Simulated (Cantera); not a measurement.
Input: 1 mol NH₃, 0.018 mol SO₂, 0.34 mol H₂, at 2100 K and 0.133 bar.

Cantera equilibrium calculation (NASA polynomials, part measured and part estimated; ideal gas, pure solids and liquids). Candidate condensed phases: H₂O, H₂SO₄, S; 35 gas species. Equilibrium is a limit: real reactors are often held back by kinetics, nucleation or transport.

Base state: H₂ 0.758, N₂ 0.212, H₂O 0.0152, H 0.00743, H₂S 0.00349, SH 0.00213, S₂ 0.000765, S 0.000450 (mole fractions); condensed: gas only.

### Question
What changes in the equilibrium state with this change: SO₂ from 0.018 to 0.32 mol?

### Answer
```csv
species,before,after
H₂,0.758,0.476
H₂O,0.0152,0.232
N₂,0.212,0.199
S₂,0.000765,0.0401
SH,0.00213,0.0122
H₂S,0.00349,0.0158
SO₂,1.64e-6,0.00700
S₂O,1.62e-7,0.000206
SO,4.86e-5,0.00853
OH,1.78e-5,0.000341
S,0.000450,0.00325
```

### Question
What changes in the equilibrium state with this change: temperature from 2100 K to 875 K?

### Answer
```json
[
 {"species": "H₂", "before": "0.758", "after": "0.763"},
 {"species": "N₂", "before": "0.212", "after": "0.214"},
 {"species": "H₂O", "before": "0.0152", "after": "0.0154"},
 {"species": "H", "before": "0.00743", "after": "<1e-9"},
 {"species": "H₂S", "before": "0.00349", "after": "0.00769"},
 {"species": "S", "before": "0.000450", "after": "<1e-9"},
 {"species": "S₂", "before": "0.000765", "after": "1.90e-9"},
 {"species": "SH", "before": "0.00213", "after": "8.64e-9"}
]
```

### Question
What changes in the equilibrium state with this change: temperature from 2100 K to 3325 K?

### Answer
```json
[
 {"species": "H", "before": "0.00743", "after": "0.558"},
 {"species": "H₂", "before": "0.758", "after": "0.274"},
 {"species": "N₂", "before": "0.212", "after": "0.152"},
 {"species": "H₂O", "before": "0.0152", "after": "0.00363"},
 {"species": "O", "before": "1.24e-7", "after": "0.00370"},
 {"species": "N", "before": "4.50e-9", "after": "9.85e-5"},
 {"species": "O₂", "before": "1.06e-9", "after": "1.91e-5"}
]
```
